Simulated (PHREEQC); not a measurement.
Consider water at 20 °C with 170 mmol/kgw H2SO4 and 43 mmol/kgw K2SO4. Closed to the air; pH follows from the charge balance.

Model: ion-association model, phreeqc.dat, run in PHREEQC.

pH: 0.87
ionic strength: 0.294 mol/kgw
activity of water: 0.992
specific conductance: 53900 µS/cm
density: 1.014 g/cm³
total alkalinity: -340 meq/kg

```
species  molality  activity   log γ
-------  --------  --------  ------
H+          0.173     0.136  -0.106
HSO4-       0.167     0.123  -0.133
K+         0.0809    0.0554  -0.165
SO4-2      0.0407    0.0104  -0.593
KSO4-     0.00511   0.00370  -0.140
```

Precipitation was switched off in this run. Species that the database lacks are ignored.
